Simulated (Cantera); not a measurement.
An adiabatic, constant-volume homogeneous reactor starts with CH4 : H2 : O2 : N2 = 1 : 1.3 : 6.62 : 24.9 (molar parts), at 1675 K and 760 Torr. Integrator tolerance rtol = 1e-08.

Cantera simulation using GRI-Mech 3.0 (53 species, 325 reactions); the numbers are that mechanism's predictions, not measurements.

Q: What does this change do: pressure from 760 Torr to 7500 Torr?

A: 
| quantity | before | after |
|---|---|---|
| time of steepest temperature rise | 33.2 µs | 4.68 µs |
| temperature at 2.00 s | 2568 K | 2638 K |
| equilibrium temperature | 2568 K | 2638 K |
| x(CH4) at 2.00 s | <1e-12 (gas-phase equilibrium <1e-12) | <1e-12 (gas-phase equilibrium <1e-12) |
| x(H2) at 2.00 s | 0.00183 (gas-phase equilibrium 0.00183) | 0.000818 (gas-phase equilibrium 0.000818) |
| x(O2) at 2.00 s | 0.107 (gas-phase equilibrium 0.107) | 0.107 (gas-phase equilibrium 0.107) |
| x(CH2) at 2.00 s | <1e-12 (gas-phase equilibrium <1e-12) | <1e-12 (gas-phase equilibrium <1e-12) |
| x(C2H2) at 2.00 s | <1e-12 (gas-phase equilibrium <1e-12) | <1e-12 (gas-phase equilibrium <1e-12) |
| x(CH2O) at 2.00 s | 3.87e-12 (gas-phase equilibrium 3.87e-12) | 8.30e-12 (gas-phase equilibrium 8.30e-12) |
| x(H2O) at 2.00 s | 0.0897 (gas-phase equilibrium 0.0897) | 0.0935 (gas-phase equilibrium 0.0935) |

Q: What does this change do: H2 1.3 to 3.6 parts?

A: 
| quantity | before | after |
|---|---|---|
| time of steepest temperature rise | 33.2 µs | 15.2 µs |
| temperature at 2.00 s | 2568 K | 2776 K |
| equilibrium temperature | 2568 K | 2776 K |
| x(CH4) at 2.00 s | <1e-12 (gas-phase equilibrium <1e-12) | <1e-12 (gas-phase equilibrium <1e-12) |
| x(H2) at 2.00 s | 0.00183 (gas-phase equilibrium 0.00183) | 0.00811 (gas-phase equilibrium 0.00811) |
| x(O2) at 2.00 s | 0.107 (gas-phase equilibrium 0.107) | 0.0689 (gas-phase equilibrium 0.0689) |
| x(CH2) at 2.00 s | <1e-12 (gas-phase equilibrium <1e-12) | <1e-12 (gas-phase equilibrium <1e-12) |
| x(C2H2) at 2.00 s | <1e-12 (gas-phase equilibrium <1e-12) | <1e-12 (gas-phase equilibrium <1e-12) |
| x(CH2O) at 2.00 s | 3.87e-12 (gas-phase equilibrium 3.87e-12) | 4.41e-11 (gas-phase equilibrium 4.41e-11) |
| x(H2O) at 2.00 s | 0.0897 (gas-phase equilibrium 0.0897) | 0.136 (gas-phase equilibrium 0.136) |
